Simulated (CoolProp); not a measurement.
A simple Rankine cycle with octamethyltrisiloxane (MDM): condensing at 331.15 K, boiler at 0.0261 MPa, turbine inlet 420.6 K, turbine efficiency 0.9, pump efficiency 0.8, no recuperator. Each further row changes one setting.

The numbers come from the reference Helmholtz-energy equation of state, Thol 2017 in CoolProp.

```json
[
 {"case": "as stated", "thermal efficiency (%)": "8.0", "net work (kJ/kg)": "26.7", "heat in (kJ/kg)": "335", "turbine exit temperature (K)": "404.5", "volume ratio over the turbine": "7.72"},
 {"case": "turbine inlet 440.6 K", "thermal efficiency (%)": "7.6", "net work (kJ/kg)": "28.0", "heat in (kJ/kg)": "370", "turbine exit temperature (K)": "424.3", "volume ratio over the turbine": "7.71"},
 {"case": "condensing temperature 323.15 K", "thermal efficiency (%)": "9.1", "net work (kJ/kg)": "31.9", "heat in (kJ/kg)": "349", "turbine exit temperature (K)": "401.3", "volume ratio over the turbine": "11.6"},
 {"case": "boiler pressure 0.0183 MPa", "thermal efficiency (%)": "6.6", "net work (kJ/kg)": "22.2", "heat in (kJ/kg)": "335", "turbine exit temperature (K)": "407.3", "volume ratio over the turbine": "5.42"},
 {"case": "turbine efficiency 0.8", "thermal efficiency (%)": "7.1", "net work (kJ/kg)": "23.7", "heat in (kJ/kg)": "335", "turbine exit temperature (K)": "406.2", "volume ratio over the turbine": "7.76"}
]
```
